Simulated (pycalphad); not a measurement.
# Effect of Cu content in Si-Cu

CALPHAD calculation (pycalphad, COST 507 light-alloy database (1999)), 1 atm. The data set is of 1999 and partly superseded. Phase fractions are per mole of atoms.

| alloy | liquidus (°C) | first solid | solidus (°C) | phases at 537 °C |
|---|---|---|---|---|
| Si-2.5Cu (at.%) | 1401 | DIAMOND_A4 | 800 | DIAMOND_A4 0.97, CU19SI6_ETA 0.03 |
| Si-5Cu (at.%) | 1388 | DIAMOND_A4 | 800 | DIAMOND_A4 0.93, CU19SI6_ETA 0.07 |
| Si-10Cu (at.%) | 1359 | DIAMOND_A4 | 800 | DIAMOND_A4 0.87, CU19SI6_ETA 0.13 |
| Si-15Cu (at.%) | 1326 | DIAMOND_A4 | 800 | DIAMOND_A4 0.80, CU19SI6_ETA 0.20 |
| Si-20Cu (at.%) | 1292 | DIAMOND_A4 | 800 | DIAMOND_A4 0.74, CU19SI6_ETA 0.26 |
| Si-30Cu (at.%) | 1221 | DIAMOND_A4 | 800 | DIAMOND_A4 0.61, CU19SI6_ETA 0.39 |

Database names, with the compositions (at.%) that they take in these runs: CU19SI6_ETA: Cu 76 Si 24. DIAMOND_A4 is diamond (Si).
